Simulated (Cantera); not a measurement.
A Cantera script and what it prints.

```python
import numpy as np
import cantera as ct

gas_names = [...]  # 110 gases of nasa_gas.yaml made of C, H, O
cond_names = """
    C(gr) C6H6(L) C7H8(L) C8H18(L),n-octa H2O(s) H2O(L)
""".split()


# ... load() reads the species with a 1 bar reference pressure and builds the phases ...
atoms = {
    'toluene': {'C': 7, 'H': 8},
    'CO2': {'C': 1, 'O': 2},
    'H2': {'H': 2},
}
top_T = {'C(gr)': 4500}  # K; cautious upper limits of use, not melting points


# ... equilibrate(T, P, feed) seeds the gas with the atoms and calls Mixture.equilibrate('TP', solver="vcs", rtol=1e-11, max_steps=5000) ...
results = []
feed = {'toluene': 1, 'CO2': 0.38, 'H2': 1.2}  # mol
T = 2098  # K
P = 101325  # Pa
mix = equilibrate(T, P, feed)
results.append((T, P, feed, dict(zip(mix.species_names, mix.species_moles))))
x = sorted(zip(gas.X, gas.species_names), reverse=True)
print(f"T = {T:g} K  P = {P:g} Pa  gas = {mix.phase_moles(0):.4g} mol")
print("   x: " + "  ".join(f"{s} {v:.3e}" for v, s in x if v > 1e-05))
print("   condensed (mol): " + ("  ".join(f"{mix.phase(i).name} {mix.phase_moles(i):.4g}"
      for i in range(1, mix.n_phases) if mix.phase_moles(i) > 1e-12) or "none"))
```

It prints:

```
T = 2098 K  P = 101325 Pa  gas = 5.967 mol
   x: H2 8.683e-01  CO 1.274e-01  H 2.849e-03  C2H2,acetylene 1.239e-03  CH4 2.532e-04  CH3 1.620e-05
   condensed (mol): C(gr) 6.604
```

These are equilibrium values from Cantera (NASA tables, ideal gas, pure condensed phases), not measurements of a reactor.
